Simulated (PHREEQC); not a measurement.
PHREEQC input (Pitzer model, pitzer.dat):

```
SOLUTION 1
  temp 5
  units mol/kgw
  pH 7 charge
  C(4) 0.165
  K 0.422
  S(6) 0.081
END
USE solution 1
INCREMENTAL_REACTIONS false
REACTION 1
  H2O -1
  0 9.886 18.011 24.689 30.178 34.689 38.397 41.444
  43.949 46.007 47.699 49.089 50.232 51.172 51.944 52.578
  53.1 53.528 53.88 54.17 moles
EQUILIBRIUM_PHASES 1
  Arcanite 0 0
  Kalicinite 0 0
  Misenite 0 0
  CO2(g) -3.4 10
SELECTED_OUTPUT 1
  -reset false
  -pH true
  -pe true
  -ionic_strength true
  -water true
  -activities H2O
  -totals C K S
  -molalities H+ K+ CO3-2 SO4-2 OH- HCO3- CO2 HSO4-
  -equilibrium_phases Arcanite Kalicinite Misenite
PRINT
  -reset false
END
```

Selected output (columns that matter, 20 of 20 rows; water left (kg) added in front):

```
water left (kg)	pH	mu	C	K	S	m_H+	m_K+	m_CO3-2	m_SO4-2	m_OH-	m_HCO3-	la_H2O	Arcanite
0.999679	9.9193	0.58032	0.18293	0.42214	0.081026	2.2989e-10	0.42214	0.077154	0.081026	2.1275e-05	0.10575	-0.0042875	0
0.821648	9.9562	0.71115	0.21747	0.5136	0.098582	2.224e-10	0.5136	0.09897	0.098582	2.3121e-05	0.11847	-0.005113	0
0.675339	9.992	0.87104	0.25876	0.62487	0.11994	2.161e-10	0.62487	0.12623	0.11994	2.4935e-05	0.13251	-0.0060977	0
0.555094	10.027	1.0663	0.30824	0.76023	0.14592	2.1057e-10	0.76023	0.16015	0.14592	2.667e-05	0.14806	-0.0072737	0
0.456264	10.061	1.3046	0.36763	0.9249	0.17753	2.0533e-10	0.9249	0.20221	0.17753	2.8271e-05	0.1654	-0.0086805	0
0.375049	10.096	1.5953	0.43907	1.1252	0.21597	1.998e-10	1.1252	0.25416	0.21597	2.9674e-05	0.18488	-0.010368	0
0.308296	10.131	1.9255	0.52516	1.3527	0.25466	1.9288e-10	1.3527	0.31818	0.25466	3.0903e-05	0.20696	-0.012289	0.0024896
0.253448	10.172	2.1122	0.62853	1.4852	0.22966	1.8408e-10	1.4852	0.39731	0.22966	3.2584e-05	0.2312	-0.013599	0.022792
0.208361	10.213	2.3559	0.75316	1.6567	0.20445	1.776e-10	1.6567	0.49466	0.20445	3.387e-05	0.25848	-0.015272	0.0384
0.171322	10.253	2.6707	0.90359	1.877	0.1797	1.7302e-10	1.877	0.614	0.1797	3.4632e-05	0.28957	-0.01741	0.050214
0.140873	10.294	3.0734	1.0856	2.1575	0.15592	1.6984e-10	2.1575	0.75998	0.15592	3.4747e-05	0.32564	-0.020146	0.059035
0.115859	10.336	3.5824	1.3062	2.5111	0.13349	1.6751e-10	2.5111	0.93784	0.13349	3.4115e-05	0.36839	-0.023654	0.065534
0.0952905	10.382	4.2203	1.5745	2.9537	0.11258	1.6542e-10	2.9537	1.154	0.11258	3.2666e-05	0.42042	-0.028176	0.070272
0.0783735	10.433	5.0133	1.9016	3.5041	0.09332	1.6291e-10	3.5041	1.4159	0.09332	3.0378e-05	0.48567	-0.034045	0.073686
0.0644769	10.49	5.9912	2.3013	4.1842	0.07585	1.5936e-10	4.1842	1.7311	0.07585	2.7301e-05	0.57013	-0.041708	0.076109
0.0530591	10.556	7.1895	2.7919	5.0209	0.060349	1.5419e-10	5.0209	2.1083	0.060349	2.3565e-05	0.68358	-0.051765	0.077798
0.04365	10.633	8.6541	3.3998	6.0505	0.047008	1.4694e-10	6.0505	2.5566	0.047008	1.9374e-05	0.84318	-0.065024	0.078948
0.0359215	10.723	10.426	4.1586	7.3103	0.036146	1.3751e-10	7.3103	3.0794	0.036146	1.504e-05	1.0791	-0.082311	0.079702
0.0295418	10.826	12.558	5.1281	8.8572	0.028062	1.2624e-10	8.8572	3.673	0.028062	1.089e-05	1.4552	-0.10434	0.080171
0.0242392	10.94	15.095	6.4285	10.774	0.023628	1.1442e-10	10.774	4.2979	0.023628	7.2472e-06	2.1306	-0.13014	0.080427
```

At this temperature some constants are extrapolated from 25 °C, and those without enthalpy data are left unchanged.
